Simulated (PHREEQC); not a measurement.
Make-up at 55 °C: 0.057 mol/kgw HCl, 0.00048 mol/kgw FeSO4 and 0.089 mol/kgw MgSO4. It is in equilibrium with CO2 at log p = -1 (atm). Otherwise closed; pH follows from the charge balance.

Model: Pitzer model, pitzer.dat, run in PHREEQC.

No solid was allowed to form.

Estimate the pH, density, osmotic coefficient.

pH 1.80; density 0.997 g/cm³; osmotic coefficient 0.747.

In which forms is S present?

SO4-2 61 %, HSO4- 39 % of the S.

Away from 25 °C the constants follow the database's enthalpies or fits; those with neither stay at their 25 °C values.
